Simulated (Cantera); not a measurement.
A perfectly stirred reactor is fed with CH₄ : N₂ = 1 : 1.8 (molar parts), at 39.0 Torr; it is held at 1675 K, and followed from long to short residence time.

Detailed kinetics in Cantera: GRI-Mech 3.0 (53 species, 325 reactions). GRI-Mech 3.0 stops at C3 and has no aromatics, soot or wall deposition, so with more carbon than oxygen in the feed, carbon stays in small species such as C2H2 where larger ones or solid carbon would form.

Task: What does this change do: CH4 1 to 2 parts?

Result: 
| quantity | before | after |
|---|---|---|
| x(CH₄) at τ = 3.10 s | 0.0319 | 0.0415 |
| x(C₂H₄) at τ = 3.10 s | 0.000290 | 0.000430 |
| x(CH₂) at τ = 3.10 s | 2.46e-7 | 2.47e-7 |
| x(CH₃) at τ = 3.10 s | 0.000414 | 0.000478 |
| x(H₂) at τ = 3.10 s | 0.359 | 0.476 |
| x(CH₄) at τ = 44.0 ms | 0.232 | 0.319 |
| x(C₂H₄) at τ = 44.0 ms | 0.00672 | 0.00893 |
| x(CH₂) at τ = 44.0 ms | 7.72e-7 | 8.13e-7 |
| x(CH₃) at τ = 44.0 ms | 0.00213 | 0.00260 |
| x(H₂) at τ = 44.0 ms | 0.132 | 0.197 |

Task: What does this change do: temperature 1675 to 1275 K?

Result: 
| quantity | before | after |
|---|---|---|
| x(CH₄) at τ = 3.10 s | 0.0319 | 0.357 |
| x(C₂H₄) at τ = 3.10 s | 0.000290 | 0.000120 |
| x(CH₂) at τ = 3.10 s | 2.46e-7 | 2.62e-11 |
| x(CH₃) at τ = 3.10 s | 0.000414 | 1.77e-5 |
| x(H₂) at τ = 3.10 s | 0.359 | 0.000412 |
| x(CH₄) at τ = 44.0 ms | 0.232 | 0.357 |
| x(C₂H₄) at τ = 44.0 ms | 0.00672 | 4.67e-8 |
| x(CH₂) at τ = 44.0 ms | 7.72e-7 | <1e-12 |
| x(CH₃) at τ = 44.0 ms | 0.00213 | 3.20e-6 |
| x(H₂) at τ = 44.0 ms | 0.132 | 1.94e-6 |
